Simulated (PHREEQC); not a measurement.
# Hard or scaling water (model solution)

A solution holds 0.0014 mol BaCl2, 0.00042 mol NaHCO3 and 0.15 mol KCl per kg of water, at 20 °C. Closed to the air; pH follows from the charge balance.

Computed with PHREEQC (ion-association model, phreeqc.dat).

This is a speciation only: nothing precipitates in the calculation.

Task: Estimate the pH.

Result: pH 8.08.

Task: In which forms is C present?

Result: HCO3- 97 %, CO2 1.4 %, CO3-2 1.1 % of the C.
